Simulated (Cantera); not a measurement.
An adiabatic, constant-volume homogeneous reactor starts with 17.2 % CO, 5.50 % H₂, 16.2 % O₂, 61.1 % N₂, equivalence ratio 0.70, at 1700 K and 12000 Torr.

Detailed kinetics in Cantera: GRI-Mech 3.0 (53 species, 325 reactions). The hydrogen kinetics of GRI-Mech 3.0 are dated; newer H2 mechanisms differ, most at raised pressure. The pressure lies above the range GRI-Mech 3.0 was tuned for (to about 10 atm). Above 3000 K some thermodynamic fits are extrapolated.

### Question
Predict: time of steepest temperature rise; temperature at 1.00 s; equilibrium temperature; x(CO) at 1.00 s; x(H₂) at 1.00 s; x(O₂) at 1.00 s; x(H) at 1.00 s; x(O) at 1.00 s; x(N₂O) at 1.00 s.

### Answer
- time of steepest temperature rise: 0.895 µs
- temperature at 1.00 s: 3081 K
- equilibrium temperature: 3081 K
- x(CO) at 1.00 s: 0.0490 (gas-phase equilibrium 0.0490)
- x(H₂) at 1.00 s: 0.00232 (gas-phase equilibrium 0.00232)
- x(O₂) at 1.00 s: 0.0593 (gas-phase equilibrium 0.0593)
- x(H) at 1.00 s: 0.00189 (gas-phase equilibrium 0.00189)
- x(O) at 1.00 s: 0.00705 (gas-phase equilibrium 0.00705)
- x(N₂O) at 1.00 s: 6.81e-6 (gas-phase equilibrium 6.81e-6)
